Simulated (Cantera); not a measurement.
Charge: 1 mol Pb, 8.3 mol CO₂, 1.9 mol N₂, equilibrated at 1350 K and 1.00 bar.

These are equilibrium values from Cantera (NASA tables, ideal gas, pure condensed phases), not measurements of a reactor. Candidate condensed phases: C, Pb, PbO, PbO₂, Pb₃O₄; 27 gas species. Gases not in the tables: (PbO)n polymers. Rates play no part.

Base state: CO₂ 0.808, N₂ 0.185, Pb 0.00489, CO 0.000994, PbO 0.000994 (mole fractions); condensed: Pb(l).

**Question.** What changes in the equilibrium state with this change: temperature from 1350 K to 2000 K?

**Answer.** 
```tsv
species	before	after
CO₂	0.808	0.709
N₂	0.185	0.169
Pb	0.00489	0.0603
CO	0.000994	0.0309
PbO	0.000994	0.0288
O	<1e-9	2.03e-5
O₂	1.06e-7	0.000920
Pb(l), mol	0.940	0
```
